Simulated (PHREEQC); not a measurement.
A solution holds 0.0056 mol/kgw MgCl2, at 63 °C. Closed to the air; pH follows from the charge balance.

The numbers come from PHREEQC with the ion-association model, phreeqc.dat.

```json
{
 "ionic_strength": "0.0168 mol/kgw",
 "specific_conductance": "2530 µS/cm"
}
```

| species | molality | activity | log γ |
|---|---|---|---|
| Cl- | 0.0112 | 0.00973 | -0.061 |
| Mg+2 | 0.00560 | 0.00332 | -0.227 |
| H+ | 6.86e-7 | 6.10e-7 | -0.051 |
| MgOH+ | 4.72e-7 | 4.15e-7 | -0.056 |
| OH- | 2.14e-7 | 1.86e-7 | -0.062 |

Precipitation was switched off in this run. At this temperature some constants are extrapolated from 25 °C, and those without enthalpy data are left unchanged.
